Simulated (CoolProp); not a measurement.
Vapour-liquid equilibrium of o-xylene (1) + n-undecane (2) at 712 kPa; x and y are mole fractions of (1).

Values from CoolProp's multi-fluid Helmholtz-energy mixture model, Zhou 2012 and Aleksandrov 2011; pair parameters Bell 2016.

```tsv
x	bubble temperature (°C)	y at the bubble point	dew temperature at overall composition x (°C)	liquid density (mol/L)
0.05	291.8	0.085	293.2	3.237
0.15	285.1	0.245	289.2	3.458
0.25	278.4	0.389	284.8	3.696
0.35	271.8	0.517	280.3	(withheld)
0.45	265.6	0.627	275.3	4.229
0.55	259.6	0.722	270.0	4.529
0.65	254.0	0.802	264.2	(withheld)
0.75	248.7	0.871	257.7	(withheld)
0.85	243.8	0.929	250.4	5.610
0.95	(withheld)	0.978	241.8	6.050
```

Problem. Some entries are withheld; supply them.

Solution. 
- 0.35, liquid density (mol/L): 3.953
- 0.65, liquid density (mol/L): 4.856
- 0.75, liquid density (mol/L): 5.215
- 0.95, bubble temperature (°C): 239.1

No azeotrope shows between x = 0.05 and 0.95.

The pair parameters rest on a limited set of measurements; away from them the model extrapolates.
